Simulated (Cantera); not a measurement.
Feed: 1 mol SiH2Cl2, 0.54 mol NH3, 3 mol H2, at 70.0 mbar.

Equilibrium computed with Cantera from the NASA thermochemical tables; the gas is ideal and each condensed phase is pure. Candidate condensed phases: NH4Cl, Si, Si3N4; 28 gas species. Mutual solubility and eutectic melting of coexisting phases are not modelled. The tables' values for SiCl3, SiCl are old estimates; treat these amounts as uncertain. Equilibrium is a limit: real reactors are often held back by kinetics, nucleation or transport.

x: gas mole fraction; n: condensed amount in mol.

| T (K) | x H2 | x HCl | x SiCl2 | x SiCl4 | x SiHCl3 | x SiCl3 | x N2 | n Si(s) | n Si3N4(s) |
|---|---|---|---|---|---|---|---|---|---|
| 798 | 0.897 | 0.00240 | 6.52e-6 | 0.0752 | 0.0248 | 6.58e-5 | <1e-12 | 0.0636 | 0.135 |
| 898 | 0.893 | 0.00786 | 9.34e-5 | 0.0743 | 0.0235 | 0.000379 | … | 0.0717 | 0.135 |
| 998 | 0.884 | 0.0200 | 0.000762 | 0.0710 | 0.0218 | 0.00149 | … | 0.0866 | 0.135 |
| 1098 | 0.867 | 0.0415 | 0.00404 | 0.0631 | 0.0192 | 0.00426 | … | 0.107 | 0.135 |
| 1198 | 0.840 | 0.0725 | 0.0147 | 0.0482 | 0.0150 | 0.00896 | … | 0.119 | 0.135 |
| 1298 | 0.806 | 0.106 | 0.0371 | 0.0276 | 0.00948 | 0.0131 | … | 0.107 | 0.135 |
| 1398 | 0.778 | 0.130 | 0.0639 | 0.0106 | 0.00444 | 0.0126 | … | 0.0737 | 0.135 |
| 1498 | 0.764 | 0.140 | 0.0820 | 0.00298 | 0.00168 | 0.00875 | … | 0.0503 | 0.133 |
| 1598 | 0.757 | 0.141 | 0.0908 | 0.000790 | 0.000608 | 0.00538 | … | 0.0634 | 0.123 |

**Question.** Complete the blanks.

**Answer.** 
- 898, x N2: 1.42e-12
- 998, x N2: 2.13e-10
- 1098, x N2: 1.28e-8
- 1198, x N2: 3.83e-7
- 1298, x N2: 6.74e-6
- 1398, x N2: 7.83e-5
- 1498, x N2: 0.000651
- 1598, x N2: 0.00413
